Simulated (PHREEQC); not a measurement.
Solution A (86 mmol/kgw ZnSO4, 0.12 mmol/kgw NaCl and 20 mmol/kgw MnSO4) is mixed with solution B (0.006 mol H2SO4, 0.0048 mol NaCl and 0.00029 mol MgCl2 per kg of water) at 25 °C; shares are by mass of water, 1 kg in all. The system is closed to oxygen. The system is closed to CO2. The run lets Brucite, Pyrochroite, Zn(OH)2-e, Zn4(OH)6SO4, Zn5(OH)8Cl2, Halite, Mirabilite, Epsomite, Goslarite precipitate or redissolve, and no other solid.

Equilibrium calculation in PHREEQC: ion-association model, wateq4f.dat.

| share of solution B | pH | Mg+2 (mol/kgw) | Mn+2 (mol/kgw) | Zn+2 (mol/kgw) | ZnSO4 (mol/kgw) | MnSO4 (mol/kgw) | SO4-2 (mol/kgw) |
|---|---|---|---|---|---|---|---|
| 0 | 5.58 | 0 | 0.0121 | 0.0403 | 0.0344 | 0.00785 | 0.0412 |
| 0.1 | 3.36 | 1.54e-5 | 0.0110 | 0.0368 | 0.0310 | 0.00701 | 0.0382 |
| 0.2 | 3.05 | 3.12e-5 | 0.00982 | 0.0333 | [?] | 0.00617 | 0.0351 |
| 0.3 | 2.85 | 4.73e-5 | 0.00865 | 0.0297 | 0.0241 | 0.00533 | 0.0320 |
| 0.4 | 2.71 | 6.40e-5 | 0.00749 | [?] | 0.0206 | 0.00449 | 0.0286 |
| 0.5 | 2.59 | 8.15e-5 | 0.00632 | [?] | [?] | 0.00366 | [?] |
| 0.6 | 2.49 | [?] | 0.00514 | 0.0185 | 0.0134 | 0.00283 | 0.0215 |
| 0.7 | 2.39 | 0.000121 | 0.00395 | 0.0145 | 0.00980 | 0.00203 | 0.0176 |
| 0.8 | 2.29 | 0.000144 | [?] | 0.0102 | 0.00620 | 0.00125 | 0.0134 |
| 0.9 | 2.19 | 0.000174 | 0.00144 | 0.00558 | 0.00278 | [?] | 0.00884 |
| 1 | 2.06 | 0.000222 | 0 | 0 | 0 | 0 | 0.00373 |

Problem. Some entries are withheld; supply them.

Solution. 
- 0.2, ZnSO4 (mol/kgw): 0.0276
- 0.4, Zn+2 (mol/kgw): 0.0261
- 0.5, Zn+2 (mol/kgw): 0.0223
- 0.5, ZnSO4 (mol/kgw): 0.0170
- 0.5, SO4-2 (mol/kgw): 0.0252
- 0.6, Mg+2 (mol/kgw): 0.000100
- 0.8, Mn+2 (mol/kgw): 0.00273
- 0.9, MnSO4 (mol/kgw): 0.000545

Complexes and solids missing from the database can't appear.
